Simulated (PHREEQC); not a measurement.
Make-up at 25 °C: 0.0045 mol/kgw HF, 0.15 mol/kgw KF and 0.0014 mol/kgw H2SO4. Closed to the air; pH follows from the charge balance.

Equilibrium calculation in PHREEQC: ion-association model, phreeqc.dat.

Precipitation was switched off in this run.

Task: Order these F species by the share of F that they hold, largest first: HF, F-, HF2-.

Result: F- (94 %), HF2- (3.3 %), HF (3.0 %)

The pH is 4.51 and the ionic strength 0.151 mol/kgw.
